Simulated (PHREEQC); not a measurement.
Consider water at 25 °C with 0.0097 mol/kgw HCl and 0.037 mol/kgw MnSO4. Closed to the air; pH follows from the charge balance.

The numbers come from PHREEQC with the Pitzer model, pitzer.dat.

This is a speciation only: nothing precipitates in the calculation.

### Question
Predict the pH, specific conductance.

### Answer
pH 2.38; specific conductance 8270 µS/cm.

### Question
In which forms is S present?

### Answer
SO4-2 89 %, HSO4- 11 % of the S.

Species that the database lacks are ignored.
